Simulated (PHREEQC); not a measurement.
# Spent oxide etchant

Solution (20 °C): 0.035 mol/kgw HF, 8.6e-05 mol/kgw (NH4)2SiF6, 0.00044 mol/kgw HBF4 and 0.00069 mol/kgw H2SO4. Closed to the air; pH follows from the charge balance.

Equilibrium calculation in PHREEQC: ion-association model, phreeqc.dat.

| Quantity | Value |
|---|---|
| pH | 2.24 |
| ionic strength | 0.00698 mol/kgw |
| total alkalinity | -38.5 meq/kg |

```json
[
 {"species": "HF", "molality": "0.0300", "activity": "0.0300", "log γ": "0.001"},
 {"species": "H+", "molality": "0.00623", "activity": "0.00576", "log γ": "-0.034"},
 {"species": "F-", "molality": "0.00415", "activity": "0.00379", "log γ": "-0.039"},
 {"species": "SO4-2", "molality": "0.000496", "activity": "0.000352", "log γ": "-0.149"},
 {"species": "HF2-", "molality": "0.000457", "activity": "0.000419", "log γ": "-0.038"},
 {"species": "BF4-", "molality": "0.000435", "activity": "0.000398", "log γ": "-0.038"},
 {"species": "HSO4-", "molality": "0.000193", "activity": "0.000177", "log γ": "-0.038"},
 {"species": "NH4+", "molality": "0.000171", "activity": "0.000156", "log γ": "-0.040"},
 {"species": "SiF6-2", "molality": "8.60e-5", "activity": "6.11e-5", "log γ": "-0.149"},
 {"species": "BF3OH-", "molality": "4.85e-6", "activity": "4.44e-6", "log γ": "-0.038"}
]
```

Precipitation was switched off in this run. SiF6-2 is the database's only silicon fluoride. Real BF4- forms and hydrolyses slowly; the run takes it at equilibrium.
